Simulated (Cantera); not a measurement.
Input: 1 mol V, 7.8 mol N₂O, 190 mol H₂, 2 mol H₂O, held at 1498.15 K and 75.0 Torr.

Cantera equilibrium calculation (NASA polynomials, part measured and part estimated; ideal gas, pure solids and liquids). Candidate condensed phases: H₂O, V, VN, VO, V₂O₃, V₂O₄, V₂O₅; 28 gas species. Condensed phases not in the tables: the oxides between V₂O₃ and V₂O₅ other than VO₂. The numbers say what is thermodynamically allowed, not how fast it happens.

Base state: H₂ 0.919, H₂O 0.0415, N₂ 0.0390, H 5.22e-5 (mole fractions); condensed: V₂O₃(s).

What changes in the equilibrium state with this change: temperature from 1498.15 K to 2400 K?


```
species        before     after
------------  -------  --------
H₂              0.919     0.871
H             5.22e-5    0.0470
H₂O            0.0415    0.0387
VO₂           1.30e-8   0.00376
N₂             0.0390    0.0379
VO              <1e-9   0.00106
V               <1e-9   4.20e-5
O               <1e-9   1.38e-5
OH            6.69e-8  0.000383
V₂O₃(s), mol    0.500         0
```
